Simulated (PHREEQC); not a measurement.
A made-up water analysis in mg/kgw, 35 °C, pH 6.94, pe -2:

```json
[
 {"constituent": "Na", "mg/kgw": "35.6"},
 {"constituent": "K", "mg/kgw": "2.43"},
 {"constituent": "Ca", "mg/kgw": "16.3"},
 {"constituent": "Mg", "mg/kgw": "8.63"},
 {"constituent": "Cl", "mg/kgw": "3.51"},
 {"constituent": "S(6) as SO4", "mg/kgw": "27.1"},
 {"constituent": "Alkalinity as HCO3", "mg/kgw": "150"},
 {"constituent": "B", "mg/kgw": "0.0791"}
]
```

Valence states are taken as typed.

Computed with PHREEQC (ion-association model, phreeqc.dat).

Precipitation was switched off in this run.

What specific conductance, charge-balance error does the model give?

specific conductance 370 µS/cm; charge-balance error 0.2 %.

In which forms is S present?

SO4-2 90 %, MgSO4 5.2 %, CaSO4 3.8 %, NaSO4- 0.6 % of the S.

Complexes and solids missing from the database can't appear.
